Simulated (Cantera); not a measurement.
An adiabatic, constant-pressure homogeneous reactor starts with CO : H2 : O2 : N2 = 1 : 0.17 : 0.244 : 0.916 (molar parts), equivalence ratio 2.4, at 975 K and 458 Torr.

Model: GRI-Mech 3.0 (53 species, 325 reactions), integrated in Cantera.

x: mole fraction; the columns are a selection and need not sum to one.

```json
[
 {"t (s)": "1.00e-6", "T (K)": "975", "x CO": "0.429", "x H2": "0.0730", "x O2": "0.105", "x O": "1.55e-11", "x HO2": "1.72e-12", "x H2O": "<1e-12", "x NO": "<1e-12"},
 {"t (s)": "3.63e-6", "T (K)": "975", "x CO": "0.429", "x H2": "0.0730", "x O2": "0.105", "x O": "5.03e-11", "x HO2": "7.07e-12", "x H2O": "3.45e-12", "x NO": "<1e-12"},
 {"t (s)": "1.32e-5", "T (K)": "975", "x CO": "0.429", "x H2": "0.0730", "x O2": "0.105", "x O": "1.38e-10", "x HO2": "5.30e-11", "x H2O": "5.68e-11", "x NO": "<1e-12"},
 {"t (s)": "4.79e-5", "T (K)": "975", "x CO": "0.429", "x H2": "0.0730", "x O2": "0.105", "x O": "4.46e-10", "x HO2": "9.08e-10", "x H2O": "8.78e-10", "x NO": "<1e-12"},
 {"t (s)": "0.000174", "T (K)": "975", "x CO": "0.429", "x H2": "0.0730", "x O2": "0.105", "x O": "6.25e-9", "x HO2": "3.50e-8", "x H2O": "3.24e-8", "x NO": "<1e-12"},
 {"t (s)": "0.000632", "T (K)": "982", "x CO": "0.429", "x H2": "0.0722", "x O2": "0.104", "x O": "7.26e-5", "x HO2": "4.69e-5", "x H2O": "0.000584", "x NO": "4.74e-11"},
 {"t (s)": "0.00230", "T (K)": "2413", "x CO": "0.311", "x H2": "0.0177", "x O2": "0.00254", "x O": "0.00196", "x HO2": "3.34e-7", "x H2O": "0.0553", "x NO": "(withheld)"},
 {"t (s)": "0.00835", "T (K)": "2499", "x CO": "0.309", "x H2": "0.0178", "x O2": "0.000675", "x O": "0.000489", "x HO2": "1.32e-7", "x H2O": "0.0596", "x NO": "(withheld)"},
 {"t (s)": "0.0303", "T (K)": "2498", "x CO": "0.309", "x H2": "0.0178", "x O2": "0.000645", "x O": "0.000469", "x HO2": "1.26e-7", "x H2O": "0.0596", "x NO": "(withheld)"},
 {"t (s)": "0.110", "T (K)": "2497", "x CO": "0.309", "x H2": "0.0178", "x O2": "0.000640", "x O": "0.000465", "x HO2": "1.25e-7", "x H2O": "0.0596", "x NO": "0.000942"},
 {"t (s)": "0.400", "T (K)": "2497", "x CO": "0.309", "x H2": "0.0178", "x O2": "0.000640", "x O": "0.000465", "x HO2": "1.25e-7", "x H2O": "0.0596", "x NO": "0.000943"}
]
```

### Question
Fill in the missing entries.

### Answer

- 0.00230, x NO: 0.000202
- 0.00835, x NO: 0.000470
- 0.0303, x NO: 0.000828
